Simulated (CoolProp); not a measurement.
Vapour-liquid equilibrium of CHF3 (R23) (1) + propane (2) at 277.2 K; x and y are mole fractions of (1).

Computed with CoolProp (multi-fluid Helmholtz-energy mixture model, Penoncello 2003 and Lemmon 2009; pair parameters Bell 2016).

Q: Give the bubble pressure and the first vapour's composition at x = 0.35, 0.65, 0.75. Is there an azeotrope?

A: x = 0.35: 2083 kPa, y = 0.731; x = 0.65: 2505 kPa, y = 0.804; x = 0.75: 2621 kPa, y = 0.837. No azeotrope shows between x = 0.05 and 0.95.

The pair parameters rest on a limited set of measurements; away from them the model extrapolates. With so large a gap from Raoult's law the liquid may split in two, which this calculation doesn't test in full.
